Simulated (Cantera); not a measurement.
Feed: 1 mol Si2Cl6, 43 mol N2, held at 101000 Pa.

Equilibrium computed with Cantera from the NASA thermochemical tables; the gas is ideal and each condensed phase is pure. Candidate condensed phases: Si, Si3N4; 13 gas species. The feed counts by its element totals alone. N2 is the only nitrogen source here; it is nearly inert below about 1500 K, so the nitride shown seldom forms there in practice. The tables' values for SiCl3 are old estimates; treat these amounts as uncertain. The numbers say what is thermodynamically allowed, not how fast it happens. All values below are at 975 °C.

Base state: N2 0.966, SiCl4 0.0337, SiCl3 0.000374, SiCl2 3.00e-5 (mole fractions); condensed: Si3N4(s).

### Question
What changes in the equilibrium state with this change: Si2Cl6 replaced by Si2H6?

### Answer
```csv
species,before,after
N2,0.966,0.933
H2,0,0.0672
SiCl4,0.0337,0
SiCl3,0.000374,0
SiCl2,3.00e-5,0
"Si3N4(s), mol",0.165,0.667
```
